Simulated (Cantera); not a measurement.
Feed: 1 mol Pb, 0.062 mol CO, 0.21 mol H₂, equilibrated at 1.33 mbar.

These are equilibrium values from Cantera (NASA tables, ideal gas, pure condensed phases), not measurements of a reactor. Candidate condensed phases: C, C₆H₆, C₇H₈, C₈H₁₈, H₂O, Pb, PbO, PbO₂, Pb₃O₄; 113 gas species. Rates play no part.

**Question.** Which condensed phases are stable at each of these points (T (K)): 700, 800, 900, 1000, 1100, 1200, 1300, 1400, 1500, 1600?

**Answer.** 
| T (K) | condensed phases | Pb condensed (%) |
|---|---|---|
| 700 | C(graphite) + Pb(l) | 100.0 |
| 800 | C(graphite) + Pb(l) | 100.0 |
| 900 | C(graphite) + Pb(l) | 100.0 |
| 1000 | C(graphite) + Pb(l) | 99.7 |
| 1100 | Pb(l) | 97.3 |
| 1200 | Pb(l) | 74.6 |
| 1300 | gas only | 0.0 |
| 1400 | gas only | 0.0 |
| 1500 | gas only | 0.0 |
| 1600 | gas only | 0.0 |

From 700 K to 1000 K the condensed part is C(graphite) + Pb(l). From 1100 K to 1200 K the condensed part is Pb(l). From 1300 K to 1600 K nothing is condensed.
